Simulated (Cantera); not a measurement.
A Cantera script and what it prints.

```python
import numpy as np
import cantera as ct

gas_names = """
    CL CL2 H HCL H2 Si SiCL SiCL2 SiCL3 SiCL4 SiH SiHCL3 SiH2 SiH2CL2 SiH3 SiH3CL SiH4 Si2 Si3
""".split()
cond_names = """
    Si(cr) Si(L)
""".split()


def load(file, names, dense=False):
    # The tables refer to 1 bar. Condensed volumes are neglected.
    table = {s.name: s for s in ct.Species.list_from_file(file)}
    out = []
    for n in names:
        d = dict(table[n].input_data)
        d["thermo"] = dict(d["thermo"], **{"reference-pressure": 1e5})
        if dense:
            d["equation-of-state"] = {"model": "constant-volume", "density": "1e6 g/cm^3"}
        out.append(ct.Species.from_dict(d))
    return out


gas = ct.Solution(thermo="ideal-gas", species=load("nasa_gas.yaml", gas_names))
cond = {s.name: ct.Solution(thermo="fixed-stoichiometry", species=[s], name=s.name)
        for s in load("nasa_condensed.yaml", cond_names, dense=True)}
atoms = {
    'SiCl4': {'Si': 1, 'CL': 4},
    'Cl2': {'CL': 2},
    'H2': {'H': 2},
}
top_T = {}  # K; cautious upper limits of use, not melting points


def equilibrate(T, P, feed):
    n = {}
    for name, mol in feed.items():
        for a, k in atoms[name].items():
            n[a] = n.get(a, 0.0) + k * mol
    gas.TPX = T, P, n
    mass = sum(n.values()) * gas.mean_molecular_weight
    gas.equilibrate("TP")
    valid = [c for c in cond.values() if c.min_temp <= T <= top_T.get(c.name, c.max_temp)]
    mix = ct.Mixture([(gas, mass / gas.mean_molecular_weight)] + [(c, 0.0) for c in valid])
    mix.T, mix.P = T, P
    mix.equilibrate("TP", solver="vcs", rtol=1e-11, max_steps=5000)
    return mix


results = []
feed = {'SiCl4': 1, 'Cl2': 2, 'H2': 11}  # mol
P = 101325  # Pa
for T in [523, 623, 723, 823, 923, 1023, 1123, 1223, 1323, 1423, 1523, 1623, 1723]:
    mix = equilibrate(T, P, feed)
    results.append((T, P, feed, dict(zip(mix.species_names, mix.species_moles))))
    x = sorted(zip(gas.X, gas.species_names), reverse=True)
    print(f"T = {T:g} K  P = {P:g} Pa  gas = {mix.phase_moles(0):.4g} mol")
    print("   x: " + "  ".join(f"{s} {v:.3e}" for v, s in x if v > 1e-05))
    print("   condensed (mol): " + ("  ".join(f"{mix.phase(i).name} {mix.phase_moles(i):.4g}"
          for i in range(1, mix.n_phases) if mix.phase_moles(i) > 1e-12) or "none"))
```

Output:

```
T = 523 K  P = 101325 Pa  gas = 14 mol
   x: H2 6.429e-01  HCL 2.857e-01  SiCL4 7.143e-02
   condensed (mol): none
T = 623 K  P = 101325 Pa  gas = 14 mol
   x: H2 6.428e-01  HCL 2.857e-01  SiCL4 7.142e-02
   condensed (mol): none
T = 723 K  P = 101325 Pa  gas = 14 mol
   x: H2 6.428e-01  HCL 2.858e-01  SiCL4 7.138e-02  SiHCL3 4.799e-05
   condensed (mol): none
T = 823 K  P = 101325 Pa  gas = 14 mol
   x: H2 6.427e-01  HCL 2.859e-01  SiCL4 7.124e-02  SiHCL3 1.932e-04
   condensed (mol): none
T = 923 K  P = 101325 Pa  gas = 14 mol
   x: H2 6.423e-01  HCL 2.863e-01  SiCL4 7.086e-02  SiHCL3 5.666e-04
   condensed (mol): none
T = 1023 K  P = 101325 Pa  gas = 14 mol
   x: H2 6.415e-01  HCL 2.871e-01  SiCL4 7.006e-02  SiHCL3 1.325e-03  SiCL3 3.817e-05
   condensed (mol): none
T = 1123 K  P = 101325 Pa  gas = 14 mol
   x: H2 6.400e-01  HCL 2.886e-01  SiCL4 6.856e-02  SiHCL3 2.608e-03  SiCL3 2.297e-04  SiH2CL2 1.215e-05
   condensed (mol): none
T = 1223 K  P = 101325 Pa  gas = 14.01 mol
   x: H2 6.373e-01  HCL 2.913e-01  SiCL4 6.579e-02  SiHCL3 4.443e-03  SiCL3 9.946e-04  SiCL2 1.199e-04  SiH2CL2 4.000e-05
   condensed (mol): none
T = 1323 K  P = 101325 Pa  gas = 14.04 mol
   x: H2 6.319e-01  HCL 2.968e-01  SiCL4 6.045e-02  SiHCL3 6.529e-03  SiCL3 3.223e-03  SiCL2 9.400e-04  SiH2CL2 1.010e-04
   condensed (mol): none
T = 1423 K  P = 101325 Pa  gas = 14.12 mol
   x: H2 6.207e-01  HCL 3.085e-01  SiCL4 5.043e-02  SiHCL3 7.876e-03  SiCL3 7.690e-03  SiCL2 4.640e-03  SiH2CL2 1.875e-04
   condensed (mol): none
T = 1523 K  P = 101325 Pa  gas = 14.29 mol
   x: H2 6.014e-01  HCL 3.287e-01  SiCL4 3.545e-02  SiCL2 1.407e-02  SiCL3 1.292e-02  SiHCL3 7.280e-03  SiH2CL2 2.406e-04  H 1.780e-05
   condensed (mol): none
T = 1623 K  P = 101325 Pa  gas = 14.52 mol
   x: H2 5.789e-01  HCL 3.521e-01  SiCL2 2.772e-02  SiCL4 2.027e-02  SiCL3 1.552e-02  SiHCL3 5.163e-03  SiH2CL2 2.219e-04  H 5.224e-05  CL 2.503e-05
   condensed (mol): none
T = 1723 K  P = 101325 Pa  gas = 14.7 mol
   x: H2 5.609e-01  HCL 3.709e-01  SiCL2 4.050e-02  SiCL3 1.452e-02  SiCL4 9.774e-03  SiHCL3 3.044e-03  SiH2CL2 1.669e-04  H 1.357e-04  CL 6.949e-05
   condensed (mol): none
```

Method: chemical equilibrium by Gibbs-energy minimisation in Cantera with the NASA 1993 tables (ideal gas, pure condensed phases). The tables' values for SiCl3 are old estimates; treat these amounts as uncertain.
